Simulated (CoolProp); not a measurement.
Vapour-liquid equilibrium of benzene (1) + ethylbenzene (2) at 87.45 °C; x and y are mole fractions of (1).

Computed with CoolProp (multi-fluid Helmholtz-energy mixture model, Thol 2012 and Zhou 2012; pair parameters Bell 2016).

Give the bubble pressure and the first vapour's composition at x = 0.05, 0.2, 0.95. Is there an azeotrope?

x = 0.05: 0.02631 MPa, y = 0.199; x = 0.2: 0.03958 MPa, y = 0.550; x = 0.95: 0.1208 MPa, y = 0.992. No azeotrope shows between x = 0.05 and 0.95.

Pair parameters are fitted to limited data, so mixtures are less certain than the pure fluids.
